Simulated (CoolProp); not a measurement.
Vapour-liquid equilibrium of m-xylene (1) + n-undecane (2) at 0.491 kPa; x and y are mole fractions of (1).

The numbers come from the multi-fluid Helmholtz-energy mixture model, Zhou 2012 and Aleksandrov 2011; pair parameters Bell 2016 in CoolProp.

| x | bubble temperature, mixture model (°C) | bubble temperature, Raoult's law (°C) | y, mixture model | y, Raoult's law |
|---|---|---|---|---|
| 0.05 | 49.1 | 49.1 | 0.407 | 0.406 |
| 0.2 | 35.2 | 35.2 | 0.800 | 0.802 |
| 0.35 | 27.5 | 27.3 | 0.907 | 0.909 |
| 0.5 | 22.2 | 22.0 | 0.952 | 0.953 |
| 0.65 | 18.1 | 18.0 | 0.976 | 0.976 |
| 0.8 | 14.9 | 14.9 | 0.989 | 0.990 |
| 0.95 | 12.3 | 12.3 | 0.998 | 0.998 |

The largest gap from Raoult's law is +0.2 K in bubble temperature, at x = 0.5. No azeotrope shows between x = 0.05 and 0.95.

Pair parameters are fitted to limited data, so mixtures are less certain than the pure fluids.
